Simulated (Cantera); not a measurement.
What does this Cantera script print?

```python
import numpy as np
import cantera as ct

gas = ct.Solution("h2o2.yaml")
gas.TPX = 650, 140000, {'H2': 1, 'O2': 0.172, 'N2': 0.69, 'H2O': 0.42}
flame = ct.FreeFlame(gas, width=0.032)
flame.set_refine_criteria(ratio=3, slope=0.08, curve=0.16)
flame.transport_model = "mixture-averaged"
flame.solve(loglevel=0, auto=True)
z, T = flame.grid, flame.T
thick = (T[-1] - T[0]) / np.gradient(T, z).max()
show = ['H2', 'O2', 'H2O', 'H', 'O', 'OH']
print(f"laminar burning velocity  {flame.velocity[0] * 100:.3f} cm/s")
print(f"burnt temperature         {T[-1]:.1f} K")
print(f"thermal thickness         {thick * 1e3:.4f} mm")
print(f"grid points               {len(z)}")
z0 = z[flame.heat_release_rate.argmax()]
print(f"{'z/mm':>9s}{'T/K':>9s}{'u/(m/s)':>9s}" + "".join(f"{s:>11s}" for s in show))
rows = []
for k in (-3, -2, -1.5, -1, -0.5, -0.25, 0, 0.25, 0.5, 1, 2, 4, 8):
    zz = z0 + k * thick
    rows.append([k * thick, np.interp(zz, z, T), np.interp(zz, z, flame.velocity),
                 *(np.interp(zz, z, flame.X[gas.species_index(s)]) for s in show)])
    print(f"{rows[-1][0] * 1e3:9.3f}{rows[-1][1]:9.1f}{rows[-1][2]:9.3f}" + "".join(f"{x:11.3e}" for x in rows[-1][3:]))
```

It prints:

```
laminar burning velocity  555.297 cm/s
burnt temperature         1739.3 K
thermal thickness         0.2951 mm
grid points               102
     z/mm      T/K  u/(m/s)         H2         O2        H2O          H          O         OH
   -0.885    650.0    5.553  4.382e-01  7.537e-02  1.840e-01  8.631e-16  1.354e-15  6.359e-17
   -0.590    650.0    5.553  4.382e-01  7.538e-02  1.841e-01  1.311e-12  1.155e-12  5.452e-14
   -0.443    650.1    5.553  4.381e-01  7.539e-02  1.841e-01  2.388e-10  9.095e-11  4.437e-12
   -0.295    651.2    5.557  4.374e-01  7.547e-02  1.844e-01  1.205e-07  1.595e-08  1.884e-09
   -0.148    710.9    5.983  4.265e-01  7.485e-02  1.909e-01  2.321e-04  1.334e-05  5.519e-05
   -0.074    906.6    7.478  4.010e-01  6.731e-02  2.150e-01  3.140e-03  1.236e-04  2.855e-04
    0.000   1170.4    9.495  3.590e-01  4.735e-02  2.612e-01  1.344e-02  5.234e-04  5.837e-04
    0.074   1359.2   10.957  3.196e-01  2.293e-02  3.100e-01  2.572e-02  6.756e-04  9.966e-04
    0.148   1458.7   11.731  2.994e-01  8.491e-03  3.383e-01  3.124e-02  4.131e-04  1.177e-03
    0.295   1540.5   12.346  2.921e-01  1.133e-03  3.536e-01  2.957e-02  1.428e-04  1.205e-03
    0.590   1604.0   12.800  2.956e-01  8.589e-05  3.573e-01  2.219e-02  6.767e-05  1.061e-03
    1.180   1657.7   13.176  3.005e-01  1.800e-05  3.592e-01  1.453e-02  3.156e-05  7.998e-04
    2.360   1696.0   13.440  3.042e-01  6.881e-06  3.606e-01  8.746e-03  1.223e-05  5.295e-04
```

Cantera simulation using the H2/O2 subset of GRI-Mech 3.0, which has no nitrogen chemistry; the numbers are that mechanism's predictions, not measurements. Burning velocities carry a grid error of a few per cent, more on coarse grids.
